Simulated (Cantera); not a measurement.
A counterflow diffusion flame at 1.18 atm, nozzles 20 mm apart: fuel side 100 % CH₄ at 575 K, oxidiser side 27.0 % O₂, 73.0 % N₂ at 575 K, fuel mass flux 0.62 times the oxidiser's; mixture-averaged transport, no radiation.

Computed with Cantera and GRI-Mech 3.0 (53 species, 325 reactions). GRI-Mech 3.0 has no aromatics or soot, which form on the fuel side of real flames. The maximum strain rate includes the flame's own expansion and is several times the mean.

x: mole fraction; the columns are a selection and need not sum to one.

```
oxidiser flux (kg/m²/s)  max strain (1/s)  mean strain (1/s)  T max (K)  peak x OH  peak x H  peak x NO  peak x CO  peak x C₂H₂
-----------------------  ----------------  -----------------  ---------  ---------  --------  ---------  ---------  -----------
0.3                            (withheld)               43.6       2421     0.0154   0.00640   0.000743     0.0952       0.0236
0.4                            (withheld)               58.2       2397     0.0154   0.00663   0.000654     0.0931       0.0231
0.54                           (withheld)               78.5       2376     0.0154   0.00688   0.000583     0.0911       0.0225
0.72                           (withheld)                105       2359     0.0154   0.00713   0.000529     0.0893       0.0218
0.96                           (withheld)                140       2346     0.0154   0.00742   0.000484     0.0877       0.0211
1.3                            (withheld)                189       2335     0.0154   0.00772   0.000440     0.0862       0.0204
1.7                            (withheld)                247       2323     0.0153   0.00794   0.000400     0.0848       0.0197
2.3                            (withheld)                335       2309     0.0150   0.00816   0.000355     0.0834       0.0188
```

Question: Some entries are withheld; supply them.

Answer: 
- 0.3, max strain (1/s): 218
- 0.4, max strain (1/s): 280
- 0.54, max strain (1/s): 366
- 0.72, max strain (1/s): 473
- 0.96, max strain (1/s): 614
- 1.3, max strain (1/s): 808
- 1.7, max strain (1/s): 1030
- 2.3, max strain (1/s): 1360
